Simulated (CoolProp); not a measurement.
R1336mzz(Z) along the isobar 8.02 MPa: Z from the reference equation and from simpler models built on Tc = 171.3 °C, pc = 2.904 MPa, ω = 0.386; each cubic takes its own stable root.

Values from CoolProp's reference Helmholtz-energy equation of state, McLinden 2020.

```json
[
 {"T (°C)": "-17.95", "phase": "liquid", "reference": "0.4168"},
 {"T (°C)": "-1.55", "phase": "liquid", "reference": "0.4016"},
 {"T (°C)": "14.75", "phase": "liquid", "reference": "0.3889"},
 {"T (°C)": "31.05", "phase": "liquid", "reference": "0.3783"},
 {"T (°C)": "47.35", "phase": "liquid", "reference": "0.3696"},
 {"T (°C)": "63.65", "phase": "liquid", "reference": "0.3628"},
 {"T (°C)": "79.95", "phase": "liquid", "reference": "0.3578"},
 {"T (°C)": "96.35", "phase": "liquid", "reference": "0.3545"},
 {"T (°C)": "112.65", "phase": "liquid", "reference": "0.3533"},
 {"T (°C)": "128.95", "phase": "liquid", "reference": "0.3543"},
 {"T (°C)": "145.25", "phase": "liquid", "reference": "0.3579"},
 {"T (°C)": "161.55", "phase": "liquid", "reference": "0.3650"},
 {"T (°C)": "177.85", "phase": "supercritical", "reference": "0.3767"},
 {"T (°C)": "194.25", "phase": "supercritical", "reference": "0.3953"},
 {"T (°C)": "210.55", "phase": "supercritical", "reference": "0.4232"},
 {"T (°C)": "226.85", "phase": "supercritical", "reference": "0.4630"}
]
```

### Question
How far does each simpler model (van der Waals, Redlich-Kwong, Soave-Redlich-Kwong, Peng-Robinson) lie from the reference over these 16 states: mean and median of the absolute difference, and the worst?

### Answer
- van der Waals: mean 58.4 %, median 63.3 %, worst +76.0 % at -17.95 °C and 8.02 MPa
- Redlich-Kwong: mean 19.3 %, median 20.9 %, worst +21.6 % at -17.95 °C and 8.02 MPa
- Soave-Redlich-Kwong: mean 17.6 %, median 16.9 %, worst +21.1 % at 210.55 °C and 8.02 MPa
- Peng-Robinson: mean 5.3 %, median 4.0 %, worst +11.1 % at 226.85 °C and 8.02 MPa
